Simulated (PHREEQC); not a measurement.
Dissolve 13 mmol/kgw KHCO3, 1.9 mmol/kgw NH3 and 4.3 mmol/kgw KCl at 25 °C and 50 atm. Closed to the air; pH follows from the charge balance.

The numbers come from PHREEQC with the ion-association model, phreeqc.dat.

This is a speciation only: nothing precipitates in the calculation.

Question: Order these C species by the share of C that they hold, largest first: HCO3-, CO3-2, CO2.

Answer: HCO3- (91 %), CO3-2 (8.9 %), CO2 (0.13 %)

The pH is 9.12 and the ionic strength 0.0196 mol/kgw. Species that the database lacks are ignored. Under pressure, the constants of complexes without a molar volume in the database are unreliable.
